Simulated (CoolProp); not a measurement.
Vapour-liquid equilibrium of propane (1) + isohexane (2) at 0.018 MPa; x and y are mole fractions of (1).

Model: multi-fluid Helmholtz-energy mixture model, Lemmon 2009 and Lemmon 2006; pair parameters Bell 2016, in CoolProp.

Q: Give the bubble temperature and the first vapour's composition at x = 0.5, 0.725, 0.8. Is there an azeotrope?

A: x = 0.5: -64.2 °C, y = 0.997; x = 0.725: -70.0 °C, y = 0.999; x = 0.8: -71.5 °C, y = 0.999. No azeotrope shows between x = 0.05 and 0.95.

The pair parameters rest on a limited set of measurements; away from them the model extrapolates.
